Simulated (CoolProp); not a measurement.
A single-stage vapour-compression cycle with R124: evaporating at 282.15 K (dew point), condensing at 348.15 K (bubble point), superheat 8 K, subcooling 2 K, compressor efficiency 0.75, no pressure losses. Each further row changes one setting.

Computed with CoolProp (reference Helmholtz-energy equation of state, de Vries 1995).

```json
[
 {"case": "as stated", "cooling COP": "2.11", "pressure ratio": "6.25", "discharge temperature (K)": "360.8", "refrigerating effect (kJ/kg)": "85.7", "volumetric capacity (kJ/m³)": "1180"},
 {"case": "evaporating temperature 287.15 K", "cooling COP": "2.41", "pressure ratio": "…", "discharge temperature (K)": "360.0", "refrigerating effect (kJ/kg)": "88.7", "volumetric capacity (kJ/m³)": "1430"},
 {"case": "condensing temperature 343.15 K", "cooling COP": "2.41", "pressure ratio": "5.58", "discharge temperature (K)": "…", "refrigerating effect (kJ/kg)": "92.1", "volumetric capacity (kJ/m³)": "1260"},
 {"case": "subcooling 7 K", "cooling COP": "2.27", "pressure ratio": "6.25", "discharge temperature (K)": "360.8", "refrigerating effect (kJ/kg)": "92.2", "volumetric capacity (kJ/m³)": "1260"},
 {"case": "superheat 18 K", "cooling COP": "2.19", "pressure ratio": "6.25", "discharge temperature (K)": "370.6", "refrigerating effect (kJ/kg)": "…", "volumetric capacity (kJ/m³)": "1230"},
 {"case": "compressor efficiency 0.65", "cooling COP": "1.83", "pressure ratio": "6.25", "discharge temperature (K)": "367.0", "refrigerating effect (kJ/kg)": "85.7", "volumetric capacity (kJ/m³)": "1180"}
]
```

### Question
Complete the blanks.

### Answer

- evaporating temperature 287.15 K, pressure ratio: 5.26
- condensing temperature 343.15 K, discharge temperature (K): 355.8
- superheat 18 K, refrigerating effect (kJ/kg): 93.3
